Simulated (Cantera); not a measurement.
Feed: 1 mol C3H6, 0.13 mol NH3, 4.8 mol N2, equilibrated at 2375 K and 11.0 Pa.

These are equilibrium values from Cantera (NASA tables, ideal gas, pure condensed phases), not measurements of a reactor. Candidate condensed phases: C, C6H6, C7H8, C8H18; 92 gas species. Rates play no part.

Problem. What is the equilibrium state?

Solution. 
```json
{
 "x(N2)": "0.469",
 "x(H)": "0.418",
 "x(H2)": "0.0968",
 "x(HCN)": "0.0109",
 "x(CN)": "0.00225",
 "x(HNC)": "0.00109",
 "x(C2H2 (acetylene))": "0.000601",
 "x(C3)": "0.000581",
 "x(C)": "0.000248",
 "n(C(graphite))": "2.82 mol",
 "gas_amount": "10.22 mol"
}
```
